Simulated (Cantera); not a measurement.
Charge: 1 mol Si2Cl6, 5.8 mol NH3, 25 mol N2, equilibrated at 0.450 bar.

Method: chemical equilibrium by Gibbs-energy minimisation in Cantera with the NASA 1993 tables (ideal gas, pure condensed phases). Candidate condensed phases: NH4Cl, Si, Si3N4; 28 gas species. The feed counts by its element totals alone. The tables' values for SiCl3 are old estimates; treat these amounts as uncertain. Kinetics and transport are ignored. All values below are at 1348 K.

Base state: N2 0.696, H2 0.154, HCl 0.147, SiCl4 0.00213, SiCl3 0.000226, SiHCl3 0.000126, SiCl2 0.000121 (mole fractions); condensed: Si3N4(s).

Question: What changes in the equilibrium state with this change: N2 from 25 to 10 mol?

Answer: 
| species | before | after |
|---|---|---|
| N2 | 0.696 | 0.503 |
| H2 | 0.154 | 0.258 |
| HCl | 0.147 | 0.232 |
| SiCl4 | 0.00213 | 0.00580 |
| SiHCl3 | 0.000126 | 0.000367 |
| SiCl3 | 0.000226 | 0.000508 |
| SiCl2 | 0.000121 | 0.000223 |
| Si3N4(s), mol | 0.634 | 0.613 |
